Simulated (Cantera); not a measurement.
What does this Cantera script print?

```python
import numpy as np
import cantera as ct

gas_names = """
    H HO2 H2 H2O H2O2 O OH O2 O3 V VO VO2
""".split()
cond_names = """
    H2O(s) H2O(L) V(cr) V(L) VO(s) VO(L) V2O3(s) V2O3(L) V2O4(I) V2O4(II) V2O4(L) V2O5(s) V2O5(L)
""".split()


# ... load() reads the species with a 1 bar reference pressure and builds the phases ...
atoms = {
    'V2O3': {'V': 2, 'O': 3},
    'H2': {'H': 2},
}
top_T = {}  # K; cautious upper limits of use, not melting points


# ... equilibrate(T, P, feed) seeds the gas with the atoms and calls Mixture.equilibrate('TP', solver="vcs", rtol=1e-11, max_steps=5000) ...
results = []
feed = {'V2O3': 1, 'H2': 110}  # mol
P = 7400  # Pa
for T in [1023, 1173, 1323, 1473, 1623, 1773, 1923, 2073, 2223]:
    mix = equilibrate(T, P, feed)
    results.append((T, P, feed, dict(zip(mix.species_names, mix.species_moles))))

top = {s: max(r[3][s] / sum(r[3][g] for g in gas_names) for r in results) for s in gas_names}
cols = sorted((s for s in top if top[s] > 1e-06), key=lambda s: -top[s])[:7]
seen = [c for c in cond_names if any(r[3].get(c, 0) > 1e-12 for r in results)]
print("log10 of partial pressures in bar; condensed amounts in mol")
print(f"{'T/K':>10s}" + "".join(f"{s[:9]:>10s}" for s in cols + seen))
for T, P, feed, n in results:
    ng = sum(n[g] for g in gas_names)
    print(f"{T:10.4g}" + "".join(f"{np.log10(max(n[s] / ng * P / 1e5, 1e-99)):10.3f}" for s in cols)
          + "".join(f"{n.get(c, 0):10.4g}" for c in seen))
```

It prints:

```
log10 of partial pressures in bar; condensed amounts in mol
       T/K        H2         H       H2O       VO2        VO         V        OH     VO(s)     VO(L)   V2O3(s)
      1023    -1.131    -8.948    -5.268   -18.088   -19.033   -21.916   -15.666   0.01603         0     0.992
      1173    -1.131    -7.494    -4.582   -14.578   -15.486   -18.112   -13.107   0.07786         0    0.9611
      1323    -1.131    -6.365    -4.054   -11.882   -12.764   -15.187   -11.128    0.2624         0    0.8688
      1473    -1.132    -5.464    -3.636    -9.750   -10.614   -12.872    -9.553     0.687         0    0.6565
      1623    -1.134    -4.727    -3.297    -8.025    -8.876   -10.998    -8.269       1.5         0    0.2501
      1773    -1.135    -4.114    -3.173    -6.761    -7.446    -9.297    -7.359         2         0         0
      1923    -1.136    -3.594    -3.174    -5.812    -6.251    -7.765    -6.697     1.997         0         0
      2073    -1.139    -3.150    -3.181    -5.021    -5.247    -6.467    -6.135         0     1.977         0
      2223    -1.145    -2.766    -3.201    -4.441    -4.472    -5.428    -5.662         0     1.889         0
```

These are equilibrium values from Cantera (NASA tables, ideal gas, pure condensed phases), not measurements of a reactor. Mutual solubility and eutectic melting of coexisting phases are not modelled. VO: taken at fixed stoichiometry. Condensed phases not in the tables: the oxides between V2O3 and V2O5 other than VO2.
